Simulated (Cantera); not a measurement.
An adiabatic, constant-volume homogeneous reactor starts with CH₃OH : O₂ : N₂ = 1 : 0.714 : 2.69 (molar parts), equivalence ratio 2.1, at 1125 K and 1.01 bar. Integrator tolerance rtol = 1e-08.

Cantera simulation using GRI-Mech 3.0 (53 species, 325 reactions); the numbers are that mechanism's predictions, not measurements. GRI-Mech 3.0 was tuned for natural gas; its chemistry of methanol as a main component is partial and can be far from experiment.

### Question
What does this change do: constant pressure in place of constant volume?

### Answer
```tsv
quantity	before	after
time of steepest temperature rise	29.7 ms	30.3 ms
temperature at 0.500 s	2570 K	2266 K
equilibrium temperature	2570 K	2266 K
x(CH₃OH) at 0.500 s	<1e-12 (gas-phase equilibrium <1e-12)	<1e-12 (gas-phase equilibrium <1e-12)
x(O₂) at 0.500 s	5.83e-5 (gas-phase equilibrium 5.83e-5)	6.88e-6 (gas-phase equilibrium 6.88e-6)
x(HO₂) at 0.500 s	7.03e-8 (gas-phase equilibrium 7.03e-8)	4.63e-9 (gas-phase equilibrium 4.63e-9)
x(N₂O) at 0.500 s	2.49e-8 (gas-phase equilibrium 2.49e-8)	2.81e-9 (gas-phase equilibrium 2.81e-9)
x(CH₂CO) at 0.500 s	<1e-12 (gas-phase equilibrium <1e-12)	<1e-12 (gas-phase equilibrium <1e-12)
x(CO₂) at 0.500 s	0.0349 (gas-phase equilibrium 0.0349)	0.0383 (gas-phase equilibrium 0.0383)
```

### Question
What does this change do: N2 2.69 to 4.4 parts?

### Answer
| quantity | before | after |
|---|---|---|
| time of steepest temperature rise | 29.7 ms | 32.9 ms |
| temperature at 0.500 s | 2570 K | 2325 K |
| equilibrium temperature | 2570 K | 2325 K |
| x(CH₃OH) at 0.500 s | <1e-12 (gas-phase equilibrium <1e-12) | <1e-12 (gas-phase equilibrium <1e-12) |
| x(O₂) at 0.500 s | 5.83e-5 (gas-phase equilibrium 5.83e-5) | 5.46e-6 (gas-phase equilibrium 5.46e-6) |
| x(HO₂) at 0.500 s | 7.03e-8 (gas-phase equilibrium 7.03e-8) | 5.14e-9 (gas-phase equilibrium 5.14e-9) |
| x(N₂O) at 0.500 s | 2.49e-8 (gas-phase equilibrium 2.49e-8) | 5.63e-9 (gas-phase equilibrium 5.63e-9) |
| x(CH₂CO) at 0.500 s | <1e-12 (gas-phase equilibrium <1e-12) | <1e-12 (gas-phase equilibrium <1e-12) |
| x(CO₂) at 0.500 s | 0.0349 (gas-phase equilibrium 0.0349) | 0.0289 (gas-phase equilibrium 0.0289) |
